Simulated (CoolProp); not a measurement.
The numbers come from the reference Helmholtz-energy equation of state, Jacobsen 1992 in CoolProp.

Task: For R11, give the phase and the cv (kJ/(kg K)), Joule-Thomson coefficient (K/MPa), viscosity (µPa s) at 25.65 °C and 0.0149 MPa; 182.35 °C and 0.0359 MPa.

Result: 
- 25.65 °C and 0.0149 MPa: gas; cv 0.515, Joule-Thomson coefficient 38.2, viscosity 10.3
- 182.35 °C and 0.0359 MPa: gas; cv 0.606, Joule-Thomson coefficient 11.4, viscosity 15.8

Viscosity comes from a separate model (Klein 1997), an estimate that may be off by 10 % or more.
